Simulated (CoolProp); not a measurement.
Vapour-liquid equilibrium of R134a (1) + R141b (2) at 0.0039 MPa; x and y are mole fractions of (1).

Model: multi-fluid Helmholtz-energy mixture model, Tillner-Roth 1994 and Lemmon 2006; pair parameters Bell 2016, in CoolProp.

### Question
Give the bubble temperature and the first vapour's composition at x = 0.35, 0.45, 0.85. Is there an azeotrope?

### Answer
x = 0.35: -72.6 °C, y = 0.958; x = 0.45: -74.4 °C, y = 0.967; x = 0.85: -77.9 °C, y = 0.987. No azeotrope shows between x = 0.05 and 0.95.

The pair parameters rest on a limited set of measurements; away from them the model extrapolates.
